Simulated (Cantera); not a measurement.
A diamond (100) surface in a fixed gas of H2 with x(CH4) = 0.0034, x(CH3) = 0.00054, at 1325 K, 9.75 Torr; coverages are run to steady state.

Computed with Cantera and the Harris–Goodwin 1993 mechanism for the reconstructed diamond (100) surface.

θ: site fractions in the mechanism's names (c6HH fully hydrogenated, c6H* and c6*H radical sites, c6** diradical, c6HM methylated).

| x(H) | growth (µm/h) | θ c6HH | θ c6H* | θ c6*H | θ c6** | θ c6HM |
|---|---|---|---|---|---|---|
| 0.0001 | 0.00831 | 0.673 | 0.0287 | 0.294 | 0.00383 | (withheld) |
| 0.00021 | 0.0381 | 0.563 | 0.0379 | 0.389 | 0.00915 | (withheld) |
| 0.00044 | 0.130 | 0.478 | 0.0446 | 0.457 | 0.0176 | (withheld) |
| 0.00092 | 0.324 | 0.424 | 0.0484 | 0.497 | 0.0277 | (withheld) |
| 0.0019 | 0.600 | 0.393 | 0.0504 | 0.517 | 0.0368 | (withheld) |
| 0.004 | 0.903 | 0.377 | 0.0513 | 0.526 | 0.0437 | 0.000191 |
| 0.0085 | 1.19 | 0.368 | 0.0517 | 0.530 | 0.0481 | 0.000205 |
| 0.018 | 1.50 | 0.364 | 0.0519 | 0.532 | 0.0505 | 0.000210 |
| 0.037 | 1.94 | 0.362 | 0.0521 | 0.533 | 0.0516 | 0.000206 |

Task: What belongs in the gaps?

Result: 
- 0.0001, θ c6HM: 7.23e-5
- 0.00021, θ c6HM: 9.77e-5
- 0.00044, θ c6HM: 0.000121
- 0.00092, θ c6HM: 0.000145
- 0.0019, θ c6HM: 0.000170
